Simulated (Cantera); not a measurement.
Feed: 1 mol Si3H8, 0.37 mol HCl, 13 mol H2, 0.31 mol Cl2, equilibrated at 1373.15 K and 6.15 Torr.

Cantera equilibrium calculation (NASA polynomials, part measured and part estimated; ideal gas, pure solids and liquids). Candidate condensed phases: Si; 19 gas species. The feed counts by its element totals alone. The tables' values for SiCl3 are old estimates; treat these amounts as uncertain. Equilibrium is a limit: real reactors are often held back by kinetics, nucleation or transport.

Base state: H2 0.950, HCl 0.0438, SiCl2 0.00581, SiCl3 0.000144, H 3.59e-5, SiHCl3 2.27e-5, SiCl4 1.65e-5 (mole fractions); condensed: Si(s).

Q: What changes in the equilibrium state with this change: temperature from 1373.15 K to 998 K?

A: 
| species | before | after |
|---|---|---|
| H2 | 0.950 | 0.970 |
| HCl | 0.0438 | 0.0198 |
| SiCl4 | 1.65e-5 | 0.00674 |
| H | 3.59e-5 | 2.34e-8 |
| SiHCl3 | 2.27e-5 | 0.00229 |
| SiH2Cl2 | 4.61e-6 | 8.34e-5 |
| SiCl2 | 0.00581 | 0.000687 |
| Si(s), mol | 2.89 | 2.82 |

Q: What changes in the equilibrium state with this change: Cl2 from 0.31 to 0.0088 mol?

A: 
```tsv
species	before	after
H2	0.950	0.979
HCl	0.0438	0.0199
SiCl2	0.00581	0.00117
SiCl4	1.65e-5	6.66e-7
SiCl3	0.000144	1.30e-5
SiHCl3	2.27e-5	2.07e-6
Si(s), mol	2.89	2.98
```
